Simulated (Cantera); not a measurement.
Feed: 1 mol MgCl2, 0.038 mol O2, 43 mol H2, 3.8 mol HCl, at 1898.15 K and 1330 Pa.

Equilibrium computed with Cantera from the NASA thermochemical tables; the gas is ideal and each condensed phase is pure. Candidate condensed phases: H2O, Mg, MgCl2, MgO, Mg(OH)2; 22 gas species. The tables' values for MgH are old estimates; treat these amounts as uncertain. Rates play no part.

Problem. What is the equilibrium state?

Solution. 
| Quantity | Result |
|---|---|
| x(H2) | 0.879 |
| x(HCl) | 0.0914 |
| x(MgCl2) | 0.0139 |
| x(Mg) | 0.00638 |
| x(H) | 0.00636 |
| x(H2O) | 0.00157 |
| x(Cl) | 0.000499 |
| x(MgCl) | 0.000464 |
| x(MgH) | 1.00e-5 |
| gas amount | 48.28 mol |
| log10 activity of Mg(l) (absent) | -5.41 |
